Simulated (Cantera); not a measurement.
A closed system holds: 1 mol HgO, 2.1 mol H2, 4.1 mol N2, held at 525 K and 0.000170 bar.

Cantera equilibrium calculation (NASA polynomials, part measured and part estimated; ideal gas, pure solids and liquids). Candidate condensed phases: H2O, Hg, HgO; 25 gas species. The numbers say what is thermodynamically allowed, not how fast it happens.

Base state: N2 0.569, H2 0.153, H2O 0.139, Hg 0.139 (mole fractions); condensed: gas only.

Q: What changes in the equilibrium state with this change: H2 from 2.1 to 0.14 mol?

A: 
| species | before | after |
|---|---|---|
| N2 | 0.569 | 0.723 |
| Hg | 0.139 | 0.176 |
| O2 | <1e-9 | 0.0758 |
| H2 | 0.153 | <1e-9 |
| H2O | 0.139 | 0.0247 |
